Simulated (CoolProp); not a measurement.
Computed with CoolProp (reference Helmholtz-energy equation of state, Thol 2019).

Problem. Give the vapour pressure (MPa), enthalpy of vaporisation (kJ/kg), liquid cp (kJ/(kg K)), vapour Z of saturated n-pentane at 39.75, 55.25, 101.85 °C.

Solution. 
```
T (°C)  p (MPa)  enthalpy of vaporisation (kJ/kg)  liquid cp (kJ/(kg K))  vapour Z
------  -------  --------------------------------  ---------------------  --------
39.75     0.115                               355                   2.39     0.952
55.25     0.187                               342                   2.47     0.932
101.85    0.618                               294                   2.75     0.844
```
